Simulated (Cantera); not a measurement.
Feed: 1 mol CaSO₄, 6.6 mol CO₂, 0.27 mol O₂, at 1848 K and 0.280 bar.

Method: chemical equilibrium by Gibbs-energy minimisation in Cantera with the NASA 1993 tables (ideal gas, pure condensed phases). Candidate condensed phases: C, Ca, CaCO₃, CaO, CaS, CaSO₄, S; 26 gas species. The numbers say what is thermodynamically allowed, not how fast it happens.

What is the equilibrium state?


- x(CO₂) = 0.786
- x(SO₂) = 0.119
- x(O₂) = 0.0926
- x(CO) = 0.00163
- x(SO₃) = 0.000171
- x(O) = 0.000109
- x(SO) = 2.47e-5
- n(CaO(s)) = 1.00 mol
- gas amount = 8.377 mol
- log10 activity of S(l) (absent) = -7.79
- log10 activity of CaS(s) (absent) = -7.91
- log10 activity of C(graphite) (absent) = -10.27
